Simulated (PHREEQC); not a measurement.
Make-up at 25 °C: 0.00074 mol/kgw ZnCl2. Closed to the air; pH follows from the charge balance.

Computed with PHREEQC (ion-association model, phreeqc.dat).

The ionic strength comes out as 0.00221 mol/kgw. What activity coefficients do Zn+2, ZnCl+, Cl- get?

Zn+2 0.81, ZnCl+ 0.95, Cl- 0.95.

Precipitation was switched off in this run. Species that the database lacks are ignored.
